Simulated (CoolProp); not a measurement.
Vapour pressure (MPa) of R143a: the reference equation beside estimates from Tc = 72.7 °C, pc = 3.762 MPa, ω = 0.261. Clausius-Clapeyron is anchored at -20.85 °C with a constant enthalpy of vaporisation of 17.37 kJ/mol.

Model: reference Helmholtz-energy equation of state, Lemmon and Jacobsen 2000, in CoolProp.

| T (°C) | reference | Lee-Kesler | Clausius-Clapeyron | van der Waals | Soave-Redlich-Kwong | Peng-Robinson |
|---|---|---|---|---|---|---|
| -31.05 | 0.2060 | 0.2060 | ___ | 0.7541 | 0.2059 | 0.2052 |
| -25.95 | 0.2520 | 0.2528 | 0.2576 | 0.8380 | 0.2527 | 0.2513 |
| -20.85 | 0.3056 | 0.3073 | 0.3056 | 0.9277 | 0.3072 | 0.3049 |
| -15.75 | 0.3675 | 0.3702 | 0.3601 | 1.023 | 0.3703 | 0.3669 |
| -10.65 | 0.4385 | 0.4422 | 0.4216 | 1.125 | 0.4428 | 0.4382 |
| -5.55 | 0.5194 | 0.5243 | 0.4907 | 1.234 | 0.5255 | 0.5195 |
| -0.45 | 0.6110 | 0.6170 | 0.5678 | 1.348 | 0.6193 | ___ |
| 4.65 | 0.7144 | 0.7214 | 0.6535 | 1.469 | 0.7251 | 0.7158 |
| 9.75 | 0.8303 | 0.8383 | 0.7484 | 1.597 | 0.8439 | 0.8328 |
| 14.95 | 0.9624 | 0.9713 | 0.8551 | 1.734 | ___ | 0.9662 |
| 20.05 | 1.107 | 1.116 | 0.9700 | ___ | 1.127 | 1.112 |
| 25.15 | 1.267 | ___ | 1.096 | ___ | 1.290 | 1.274 |

Problem. What belongs in the gaps?

Solution. 
- -31.05, Clausius-Clapeyron: 0.2156
- -0.45, Peng-Robinson: 0.6117
- 14.95, Soave-Redlich-Kwong: 0.9792
- 20.05, van der Waals: 1.876
- 25.15, Lee-Kesler: 1.276
- 25.15, van der Waals: 2.024

Absolute difference from the reference over all 12 rows, mean and median: Lee-Kesler 0.7 and 0.8 %, Clausius-Clapeyron 6.7 and 6.3 %, van der Waals 141.9 and 129.1 %, Soave-Redlich-Kwong 1.1 and 1.3 %, Peng-Robinson 0.3 and 0.3 %.
